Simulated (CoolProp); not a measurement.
Propylene glycol along the isotherm 391.5 K: Z from the reference equation and from simpler models built on Tc = 674.0 K, pc = 7292 kPa, ω = 0.327; each cubic takes its own stable root.

Values from CoolProp's reference Helmholtz-energy equation of state, Eisenbach 2021.

```json
[
 {"p (kPa)": "1220", "phase": "liquid", "reference": "0.02976", "van der Waals": "0.04603", "Redlich-Kwong": "0.03122", "Soave-Redlich-Kwong": "0.03007"},
 {"p (kPa)": "2430", "phase": "liquid", "reference": "0.05923", "van der Waals": "0.09135", "Redlich-Kwong": "?", "Soave-Redlich-Kwong": "0.05983"},
 {"p (kPa)": "3650", "phase": "liquid", "reference": "0.08888", "van der Waals": "0.1367", "Redlich-Kwong": "0.09308", "Soave-Redlich-Kwong": "0.08976"},
 {"p (kPa)": "4860", "phase": "liquid", "reference": "?", "van der Waals": "0.1814", "Redlich-Kwong": "?", "Soave-Redlich-Kwong": "?"},
 {"p (kPa)": "6080", "phase": "liquid", "reference": "0.1478", "van der Waals": "0.2262", "Redlich-Kwong": "0.1545", "Soave-Redlich-Kwong": "0.1492"},
 {"p (kPa)": "7290", "phase": "liquid", "reference": "0.1770", "van der Waals": "?", "Redlich-Kwong": "0.1850", "Soave-Redlich-Kwong": "0.1787"},
 {"p (kPa)": "8510", "phase": "liquid", "reference": "0.2065", "van der Waals": "0.3147", "Redlich-Kwong": "?", "Soave-Redlich-Kwong": "0.2084"},
 {"p (kPa)": "9720", "phase": "liquid", "reference": "0.2356", "van der Waals": "0.3584", "Redlich-Kwong": "0.2458", "Soave-Redlich-Kwong": "0.2377"},
 {"p (kPa)": "10900", "phase": "liquid", "reference": "0.2640", "van der Waals": "?", "Redlich-Kwong": "0.2753", "Soave-Redlich-Kwong": "0.2663"}
]
```

Complete the blanks.


- 2430, Redlich-Kwong: 0.06208
- 4860, reference: 0.1182
- 4860, Redlich-Kwong: 0.1237
- 4860, Soave-Redlich-Kwong: 0.1194
- 7290, van der Waals: 0.2704
- 8510, Redlich-Kwong: 0.2156
- 10900, van der Waals: 0.4008
